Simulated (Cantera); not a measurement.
Cantera run:

```python
import numpy as np
import cantera as ct

gas_names = """
    C2F4 CF3
""".split()
cond_names = """
    C(gr)
""".split()


# ... load() reads the species with a 1 bar reference pressure and builds the phases ...
species = {s.name: s for s in load("nasa_gas.yaml", gas_names) + load("nasa_condensed.yaml", cond_names)}
# Each term lists the table entries of one substance; the one whose range holds T is used.
reactions = {
    '3 C2F4(g) = 4 CF3(g) + 2 C':
        [(-3, ['C2F4']), (4, ['CF3']), (2, ['C(gr)'])],
}


def pick(names, T):
    return next(species[n] for n in names if species[n].thermo.min_temp <= T <= species[n].thermo.max_temp)


results = []
for label, terms in reactions.items():
    print(label)
    print("     T/K   dH/kJ  dS/(J/K)   dG/kJ   log10 K")
    for T in [300, 748, 898, 1048, 1198, 1348, 1498, 1648, 1798, 1948, 2098]:
        used = [(nu, pick(names, T)) for nu, names in terms]
        dH = sum(nu * s.thermo.h(T) for nu, s in used) / 1e6
        dS = sum(nu * s.thermo.s(T) for nu, s in used) / 1e3
        dG = dH - T * dS / 1e3
        logK = -dG * 1e6 / (ct.gas_constant * T * np.log(10))
        results.append((label, T, dH, dS, dG, logK, [s.name for _, s in used]))
        print(f"{T:8g} {dH:8.1f} {dS:8.1f} {dG:8.1f} {logK:8.2f}")
```

It prints:

```
3 C2F4(g) = 4 CF3(g) + 2 C
     T/K   dH/kJ  dS/(J/K)   dG/kJ   log10 K
     300     94.5    171.5     43.0    -7.49
     748     86.1    153.7    -28.8     2.01
     898     84.0    151.1    -51.7     3.00
    1048     82.0    149.0    -74.2     3.70
    1198     80.0    147.2    -96.4     4.20
    1348     78.0    145.6   -118.3     4.59
    1498     75.9    144.2   -140.1     4.88
    1648     73.9    142.9   -161.6     5.12
    1798     71.9    141.8   -183.0     5.32
    1948     69.9    140.7   -204.1     5.47
    2098     68.0    139.7   -225.2     5.61
```

Cantera with NASA thermochemical tables; ideal gases at 1 bar, condensed phases pure. The tables' values for C2F4 are old estimates. Condensed species are held in their standard states even where they would react or evaporate.
